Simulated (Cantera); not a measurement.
Input: 1 mol Ta(OEt)₅, 8.6 mol H₂O, 1.8 mol H₂, held at 1898 K and 17.0 Pa.

Equilibrium computed with Cantera from the NASA thermochemical tables; the gas is ideal and each condensed phase is pure. Candidate condensed phases: C, C₆H₆, C₇H₈, C₈H₁₈, H₂O, Ta, TaC, Ta₂O₅; 113 gas species. The feed counts by its element totals alone. The numbers say what is thermodynamically allowed, not how fast it happens.

Base state: H₂ 0.626, CO 0.293, H 0.0474, H₂O 0.0293, CO₂ 0.00326, OH 0.000181, TaO₂ 0.000149, O 1.03e-5 (mole fractions); condensed: Ta₂O₅(s).

Problem. What changes in the equilibrium state with this change: pressure from 17.0 Pa to 0.160 Pa?

Solution. 
```csv
species,before,after
H,0.0474,0.365
H₂,0.626,0.349
CO,0.293,0.240
TaO₂,0.000149,0.0127
H₂O,0.0293,0.0252
O₂,2.11e-7,5.32e-5
O,1.03e-5,0.00169
TaO,7.03e-7,3.90e-5
"Ta₂O₅(s), mol",0.497,0.238
```

Problem. What changes in the equilibrium state with this change: temperature from 1898 K to 2275 K?

Solution. 
| species | before | after |
|---|---|---|
| H | 0.0474 | 0.374 |
| H₂ | 0.626 | 0.330 |
| CO | 0.293 | 0.235 |
| TaO₂ | 0.000149 | 0.0235 |
| H₂O | 0.0293 | 0.0264 |
| O₂ | 2.11e-7 | 0.000122 |
| TaO | 7.03e-7 | 0.000290 |
| O | 1.03e-5 | 0.00363 |
| Ta₂O₅(s), mol | 0.497 | 0 |

Problem. What changes in the equilibrium state with this change: temperature from 1898 K to 2650 K?

Solution. 
```csv
species,before,after
H,0.0474,0.731
CO,0.293,0.178
H₂,0.626,0.0414
O,1.03e-5,0.0279
TaO₂,0.000149,0.0148
H₂O,0.0293,0.000572
TaO,7.03e-7,0.00310
O₂,2.11e-7,0.000157
OH,0.000181,0.00246
CO₂,0.00326,0.000373
"Ta₂O₅(s), mol",0.497,0
```
